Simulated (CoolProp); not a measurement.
Carbon dioxide at 298.15 K and 3.2 MPa flows at 0.43 m/s in a round tube of 100 mm bore and 15 µm roughness, fully developed (64/Re and Nu = 3.66 if laminar; Colebrook and Gnielinski if turbulent). Each further row changes one setting.

The numbers come from the reference Helmholtz-energy equation of state, Span 1996 in CoolProp.

| case | Reynolds number | Darcy friction factor | pressure drop (Pa/m) | heat-transfer coefficient (W/(m² K)) | mass flow (kg/h) |
|---|---|---|---|---|---|
| as stated | 192000 | 0.0169 | 1.08 | 76.9 | 845 |
| velocity 0.86 m/s | 385000 | 0.0154 | 3.95 | 141 | 1690 |
| diameter 200 mm | 385000 | 0.0147 | 0.471 | 67.0 | 3380 |

Viscosity comes from a separate model (Laesecke 2017). Thermal conductivity comes from a separate model (Huber 2016).
